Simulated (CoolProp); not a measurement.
Saturation properties of sulfur dioxide (Tc = 157.5 °C, pc = 78.87 bar, ω = 0.256).

Model: reference Helmholtz-energy equation of state, Gao 2016, in CoolProp.

```csv
T (°C),p (bar),vapour Z,surface tension (mN/m)
68.15,13.56,0.8424,…
71.05,14.56,0.8347,12.9
74.05,…,0.8265,12.3
76.95,16.76,…,11.8
79.85,17.93,0.8097,11.2
82.85,19.20,0.8007,10.7
85.75,20.49,0.7916,10.1
88.65,…,0.7822,…
91.55,23.27,0.7725,9.05
94.55,24.81,0.7621,8.50
97.45,26.37,0.7518,7.97
100.35,28.00,0.7410,…
103.35,29.77,0.7295,6.90
106.25,31.55,0.7180,…
109.15,33.42,…,5.86
```

Problem. Complete the blanks.

Solution. 
- 68.15, surface tension (mN/m): 13.4
- 74.05, p (bar): 15.65
- 76.95, vapour Z: 0.8182
- 88.65, p (bar): 21.85
- 88.65, surface tension (mN/m): 9.58
- 100.35, surface tension (mN/m): 7.44
- 106.25, surface tension (mN/m): 6.38
- 109.15, vapour Z: 0.7060

It boils at -10.0 °C under 1 atm.

Surface tension comes from a separate correlation (Mulero 2012).
